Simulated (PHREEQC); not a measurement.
Solution (75 °C): 0.011 mol/kgw Cu(NO3)2 and 0.032 mol/kgw NaCl. Closed to the air; pH follows from the charge balance.

Model: ion-association model, wateq4f.dat, run in PHREEQC.

No solid was allowed to form.

Estimate the pH, ionic strength.

pH 4.25; ionic strength 0.0602 mol/kgw.

In which forms is Cl present?

Cl- 92 %, CuCl+ 7.3 % of the Cl.

Examples of supersaturated solids here: Atacamite. Others may be too. Away from 25 °C the constants follow the database's enthalpies or fits; those with neither stay at their 25 °C values.
